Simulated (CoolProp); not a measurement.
Properties of sulfur hexafluoride along the isobar 0.101 MPa (Tc = 318.7 K, pc = 3.755 MPa, ω = 0.210).

Model: reference Helmholtz-energy equation of state, Guder 2009, in CoolProp.

| T (K) | phase | isothermal compressibility (1/MPa) | expansivity (1/kK) | conductivity (mW/(m K)) | fugacity coefficient |
|---|---|---|---|---|---|
| 291.7 | gas | 10.02 | 3.566 | 12.5 | 0.9880 |
| 308 | gas | 10.00 | 3.357 | 13.7 | 0.9899 |
| 324.3 | gas | 9.987 | 3.173 | 15.0 | 0.9915 |
| 340.6 | gas | 9.974 | 3.009 | 16.2 | 0.9928 |
| 356.9 | gas | 9.963 | 2.862 | 17.4 | 0.9939 |
| 373.2 | gas | 9.954 | 2.730 | 18.6 | 0.9947 |
| 389.5 | gas | 9.946 | 2.610 | 19.8 | 0.9955 |
| 405.8 | gas | 9.940 | 2.500 | 21.0 | 0.9961 |
| 422.1 | gas | 9.934 | 2.400 | 22.2 | 0.9966 |
| 438.4 | gas | 9.930 | 2.307 | 23.4 | 0.9971 |
| 454.7 | gas | 9.926 | 2.222 | 24.5 | 0.9975 |
| 471 | gas | 9.922 | 2.143 | 25.7 | 0.9978 |

Thermal conductivity comes from a separate model (Assael 2012).
